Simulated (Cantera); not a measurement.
Feed: 1 mol Fe(CO)5, 0.45 mol O2, a varied amount of N2, equilibrated at 727 °C and 0.240 Torr.

Equilibrium computed with Cantera from the NASA thermochemical tables; the gas is ideal and each condensed phase is pure. Candidate condensed phases: C, Fe, Fe(CO)5, FeO, Fe2O3, Fe3O4; 27 gas species. The numbers say what is thermodynamically allowed, not how fast it happens.

x: gas mole fraction; n: condensed amount in mol.

```tsv
n(N2) (mol)	x N2	x CO	x CO2	n Fe(α)
2.5	0.333	0.547	0.120	1.00
4.5	(withheld)	(withheld)	(withheld)	1.00
8.3	(withheld)	(withheld)	(withheld)	1.00
15	0.750	0.205	0.0450	1.00
28	0.848	0.124	0.0273	1.00
51	0.911	0.0732	0.0161	1.00
94	0.949	0.0414	0.00909	1.00
```

Task: What belongs in the gaps?

Result: 
- 8.3, x N2: 0.624
- 8.3, x CO: 0.308
- 8.3, x CO2: 0.0677
- 4.5, x N2: 0.474
- 4.5, x CO: 0.432
- 4.5, x CO2: 0.0947
